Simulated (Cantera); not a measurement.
A Cantera script and what it prints.

```python
import numpy as np
import cantera as ct

gas_names = [...]  # 95 gases of nasa_gas.yaml made of C, F, H
cond_names = """
    C(gr) C6H6(L) C7H8(L) C8H18(L),n-octa
""".split()


# ... load() reads the species with a 1 bar reference pressure and builds the phases ...
atoms = {
    'CH2F2': {'C': 1, 'H': 2, 'F': 2},
    'H2': {'H': 2},
}
top_T = {'C(gr)': 4500}  # K; cautious upper limits of use, not melting points


# ... equilibrate(T, P, feed) seeds the gas with the atoms and calls Mixture.equilibrate('TP', solver="vcs", rtol=1e-11, max_steps=5000) ...
results = []
T = 2598  # K
P = 4100  # Pa
for m in [0.13, 0.4, 0.68, 0.95, 1.2, 1.5, 1.8, 2]:
    feed = {'CH2F2': 1, 'H2': m}  # mol
    mix = equilibrate(T, P, feed)
    results.append((T, P, feed, dict(zip(mix.species_names, mix.species_moles))))
    x = sorted(zip(gas.X, gas.species_names), reverse=True)
    print(f"T = {T:g} K  P = {P:g} Pa  n(H2) = {m:g} mol  gas = {mix.phase_moles(0):.4g} mol")
    print("   x: " + "  ".join(f"{s} {v:.3e}" for v, s in x if v > 0.0001))
    print("   condensed (mol): " + ("  ".join(f"{mix.phase(i).name} {mix.phase_moles(i):.4g}"
          for i in range(1, mix.n_phases) if mix.phase_moles(i) > 1e-12) or "none"))
```

Result:

```
T = 2598 K  P = 4100 Pa  n(H2) = 0.13 mol  gas = 2.174 mol
   x: HF 9.174e-01  H2 4.121e-02  H 3.817e-02  F 2.270e-03  C2H2,acetylene 6.631e-04
   condensed (mol): C(gr) 0.9962
T = 2598 K  P = 4100 Pa  n(H2) = 0.4 mol  gas = 2.485 mol
   x: HF 8.037e-01  H2 1.261e-01  H 6.677e-02  C2H2,acetylene 2.029e-03  F 1.137e-03
   condensed (mol): C(gr) 0.9887
T = 2598 K  P = 4100 Pa  n(H2) = 0.68 mol  gas = 2.799 mol
   x: HF 7.138e-01  H2 1.983e-01  H 8.372e-02  C2H2,acetylene 3.190e-03  F 8.051e-04  C2H 1.181e-04
   condensed (mol): C(gr) 0.9806
T = 2598 K  P = 4100 Pa  n(H2) = 0.95 mol  gas = 3.099 mol
   x: HF 6.448e-01  H2 2.552e-01  H 9.499e-02  C2H2,acetylene 4.107e-03  F 6.410e-04  C2H 1.340e-04
   condensed (mol): C(gr) 0.9727
T = 2598 K  P = 4100 Pa  n(H2) = 1.2 mol  gas = 3.375 mol
   x: HF 5.920e-01  H2 2.994e-01  H 1.029e-01  C2H2,acetylene 4.819e-03  F 5.434e-04  C2H 1.452e-04
   condensed (mol): C(gr) 0.9653
T = 2598 K  P = 4100 Pa  n(H2) = 1.5 mol  gas = 3.706 mol
   x: HF 5.392e-01  H2 3.442e-01  H 1.103e-01  C2H2,acetylene 5.538e-03  F 4.616e-04  C2H 1.556e-04
   condensed (mol): C(gr) 0.9564
T = 2598 K  P = 4100 Pa  n(H2) = 1.8 mol  gas = 4.036 mol
   x: HF 4.951e-01  H2 3.818e-01  H 1.162e-01  C2H2,acetylene 6.144e-03  F 4.024e-04  C2H 1.639e-04
   condensed (mol): C(gr) 0.9475
T = 2598 K  P = 4100 Pa  n(H2) = 2 mol  gas = 4.256 mol
   x: HF 4.696e-01  H2 4.038e-01  H 1.195e-01  C2H2,acetylene 6.497e-03  F 3.712e-04  C2H 1.686e-04
   condensed (mol): C(gr) 0.9415
```

These are equilibrium values from Cantera (NASA tables, ideal gas, pure condensed phases), not measurements of a reactor.
